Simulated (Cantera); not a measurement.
## Silicon carbide growth: SiH2Cl2 + C2H2 + H2

A closed system holds: 1 mol SiH2Cl2, 0.14 mol C2H2, 1.8 mol H2, held at 1402 °C and 75.0 Torr.

Method: chemical equilibrium by Gibbs-energy minimisation in Cantera with the NASA 1993 tables (ideal gas, pure condensed phases). Candidate condensed phases: C, C6H6, C7H8, C8H18, Si, SiC; 109 gas species. Mutual solubility and eutectic melting of coexisting phases are not modelled. The tables' values for SiCl3, SiCl are old estimates; treat these amounts as uncertain. The numbers say what is thermodynamically allowed, not how fast it happens.

```json
{
  "x(H2)": "0.666",
  "x(HCl)": "0.169",
  "x(SiCl2)": "0.154",
  "x(SiCl3)": "0.00917",
  "x(SiCl4)": "0.00113",
  "x(SiHCl3)": "0.000809",
  "x(H)": "0.000300",
  "x(SiH2Cl2)": "9.96e-5",
  "x(Cl)": "5.92e-5",
  "n(Si(s))": "0.0738 mol",
  "n(SiC(s))": "0.280 mol",
  "gas_amount": "3.915 mol",
  "log10 activity of C(graphite) (absent)": "-1.87"
}
```
